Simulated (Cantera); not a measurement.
Standard-state values (1 bar) from the NASA 1993 polynomials, evaluated with Cantera. Values are per mole of reaction as written; species without (g) are pure solids or liquids, kept so even where they would boil at 1 bar.

Q: Between 1425 and 2175 K, where is each reaction favourable under standard conditions?
- Si₂C(g) + 2 CH₃(g) = 2 SiH₃(g) + 3 C

A: 
- Si₂C(g) + 2 CH₃(g) = 2 SiH₃(g) + 3 C: ΔG° is -156 kJ at 1425 K and -36 kJ at 2175 K; it stays negative (K > 1). ΔH° is -376 kJ and ΔS° -156 J/K at 2175 K.
